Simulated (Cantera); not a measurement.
Charge: 1 mol SiO2, 2.8 mol C, 0.18 mol CO, at 1.33 mbar.

Cantera equilibrium calculation (NASA polynomials, part measured and part estimated; ideal gas, pure solids and liquids). Candidate condensed phases: C, Si, SiC, SiO2; 20 gas species. Mutual solubility and eutectic melting of coexisting phases are not modelled. The tables hold silica as quartz up to 1696 K and as liquid above; real silica turns to tridymite and cristobalite and melts near 1996 K. Equilibrium is a limit: real reactors are often held back by kinetics, nucleation or transport.

x: gas mole fraction; n: condensed amount in mol.

```tsv
T (K)	x CO	x SiO	x CO2	x Si	n C(graphite)	n SiO2(β-quartz)	n SiC(s)
1223	1.000	2.44e-6	1.83e-5	<1e-12	2.80	1.00	0
1273	1.000	3.41e-5	9.58e-6	1.86e-12	2.80	1.000	0
1323	1.000	[?]	[?]	[?]	2.80	1.000	0
1373	0.998	0.00246	4.53e-6	1.85e-9	0	0.0633	0.932
1423	0.989	0.0108	4.96e-6	1.70e-8	0	0.0518	0.926
1473	0.957	0.0429	5.23e-6	1.36e-7	0	0.00462	0.902
1523	0.954	0.0459	[?]	[?]	0	0	0.900
1573	0.954	0.0459	1.87e-6	1.69e-6	0	0	0.900
```

### Question
What belongs in the gaps?

### Answer

- 1323, x SiO: 0.000388
- 1323, x CO2: 5.26e-6
- 1323, x Si: 1.02e-10
- 1523, x CO2: 3.12e-6
- 1523, x Si: 5.09e-7
